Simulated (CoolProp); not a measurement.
Saturated liquid density (kg/m³) of isopentane: the reference equation beside estimates from Tc = 460.3 K, pc = 3.378 MPa, ω = 0.227. Rackett uses Z = 0.29056 − 0.08775 ω.

The numbers come from the reference Helmholtz-energy equation of state, Lemmon 2006 in CoolProp. It is a short technical equation, of lower accuracy than the large ones.

| T (K) | reference | Rackett | Redlich-Kwong | Soave-Redlich-Kwong | Peng-Robinson |
|---|---|---|---|---|---|
| 322.2 | 589.7 | 594.5 | 527.0 | 545.7 | 617.9 |
| 325.8 | 585.7 | 590.3 | 522.6 | 541.4 | 613.2 |
| 329.4 | 581.7 | 586.2 | 518.1 | 537.1 | 608.5 |
| 333 | 577.6 | 581.9 | 513.5 | 532.7 | 603.6 |
| 336.6 | 573.5 | 577.7 | 508.8 | 528.2 | 598.7 |
| 340.2 | 569.4 | 573.3 | 504.1 | 523.6 | 593.6 |
| 343.8 | 565.2 | 568.9 | 499.2 | 518.9 | 588.4 |
| 347.4 | 560.9 | 564.5 | 494.3 | 514.1 | 583.0 |
| 351 | 556.5 | 559.9 | 489.3 | 509.2 | 577.6 |
| 354.6 | 552.1 | 555.3 | 484.2 | 504.2 | 572.0 |
| 358.3 | 547.4 | 550.5 | 478.8 | 498.9 | 566.0 |
| 361.9 | 542.9 | 545.8 | 473.5 | 493.6 | 560.1 |
| 365.5 | 538.2 | 540.9 | 468.0 | 488.2 | 554.0 |
| 369.1 | 533.4 | 536.0 | 462.5 | 482.7 | 547.8 |

Absolute difference from the reference over all 14 rows, mean and median: Rackett 0.7 and 0.6 %, Redlich-Kwong 11.8 and 11.8 %, Soave-Redlich-Kwong 8.3 and 8.3 %, Peng-Robinson 3.9 and 4.0 %.
